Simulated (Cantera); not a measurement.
Cantera with NASA thermochemical tables; ideal gases at 1 bar, condensed phases pure. Values are per mole of reaction as written; species without (g) are pure solids or liquids, kept so even where they would boil at 1 bar. ZrN: taken at fixed stoichiometry.

ZrN + 3 NO₂(g) → ZrO₂ + 4 NO(g)

```tsv
T (K)	ΔH° (kJ)	ΔS° (J/K)	ΔG° (kJ)	log10 K	condensed phases
300	-469.7	134.1	-509.9	88.78	ZrN(s), ZrO₂(monoclinic)
825	-464.3	146.4	-585.1	37.04	ZrN(s), ZrO₂(monoclinic)
975	-464.1	146.7	-607.1	32.52	ZrN(s), ZrO₂(monoclinic)
1125	…	…	…	…	ZrN(s), ZrO₂(monoclinic)
1275	-464.3	146.5	-651.1	26.67	ZrN(s), ZrO₂(monoclinic)
1425	-464.5	146.4	-673.0	24.67	ZrN(s), ZrO₂(monoclinic)
1575	-459.4	149.8	-695.3	23.06	ZrN(s), ZrO₂(tetragonal)
1725	…	…	…	…	ZrN(s), ZrO₂(tetragonal)
1875	-462.6	148.0	-740.0	20.62	ZrN(s), ZrO₂(tetragonal)
2025	-464.6	146.9	-762.1	19.66	ZrN(s), ZrO₂(tetragonal)
2175	-466.8	145.9	-784.1	18.83	ZrN(s), ZrO₂(tetragonal)
2325	-469.3	144.8	-805.9	18.11	ZrN(s), ZrO₂(tetragonal)
```

### Question
Some entries are withheld; supply them.

### Answer

- 1125, ΔH° (kJ): -464.1
- 1125, ΔS° (J/K): 146.6
- 1125, ΔG° (kJ): -629.1
- 1125, log10 K: 29.21
- 1725, ΔH° (kJ): -460.9
- 1725, ΔS° (J/K): 148.9
- 1725, ΔG° (kJ): -717.8
- 1725, log10 K: 21.73
